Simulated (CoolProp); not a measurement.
The fluid at 293.15 K and 0.806 MPa flows at 2 m/s in a round tube of 25 mm bore and 1.5 µm roughness, fully developed (64/Re and Nu = 3.66 if laminar; Colebrook and Gnielinski if turbulent). The same conditions are run with several fluids, on thermodynamics alone (safety and materials aside).

The numbers come from the reference Helmholtz-energy equation of state of each fluid (nitrogen: Span 2000; CH2F2 (R32): Tillner-Roth 1997; dry air: Lemmon 2000; oxygen: Schmidt 1985; CF4 (R14): Platzer 1990) in CoolProp. The equations of Platzer and Polt are older, rougher fits. Blends and air are pseudo-pure fits.

| fluid | Reynolds number | Darcy friction factor | pressure drop (Pa/m) | heat-transfer coefficient (W/(m² K)) | mass flow (kg/h) |
|---|---|---|---|---|---|
| nitrogen | 26300 | 0.0244 | 18.1 | 66.4 | 32.8 |
| CH2F2 (R32) | 73400 | 0.0195 | 30.2 | 99.8 | 68.6 |
| dry air | 26200 | 0.0244 | 18.7 | 66.8 | 33.9 |
| oxygen | 26000 | 0.0244 | 20.8 | 67.3 | 37.6 |
| CF4 (R14) | 86500 | 0.0188 | 45.3 | 110 | 106 |

Transport values come from each fluid's own correlations; those of CH2F2 (R32), CF4 (R14) are estimates that may be off by 10 % or more.
